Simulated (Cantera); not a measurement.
Source: NASA polynomial tables (part measured, part estimated), evaluated in Cantera. Values are per mole of reaction as written; species without (g) are pure solids or liquids, kept so even where they would boil at 1 bar.

Question: Between 650 and 875 K, where is each reaction favourable under standard conditions?
- Zr + 4 OH(g) → 2 H2O(g) + ZrO2

Answer: 
- Zr + 4 OH(g) → 2 H2O(g) + ZrO2: ΔG° is -1512 kJ at 650 K and -1432 kJ at 875 K; it stays negative (K > 1). ΔH° is -1741 kJ and ΔS° -353 J/K at 875 K.
